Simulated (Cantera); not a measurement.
Charge: 1 mol MgO, 0.051 mol C, 2.6 mol H2, equilibrated at 1.00 bar.

Cantera equilibrium calculation (NASA polynomials, part measured and part estimated; ideal gas, pure solids and liquids). Candidate condensed phases: C, C6H6, C7H8, C8H18, H2O, Mg, MgCO3, MgO, Mg(OH)2; 116 gas species. The tables' values for MgH are old estimates; treat these amounts as uncertain. Rates play no part.

Question: At 2452 °C, list the 7 most abundant gas species with their mole fractions, and the condensed phases.

Answer: H2 0.652, Mg 0.144, H2O 0.127, H 0.0504, CO 0.0154, MgOH 0.00561, OH 0.00257. Condensed: MgO(s).
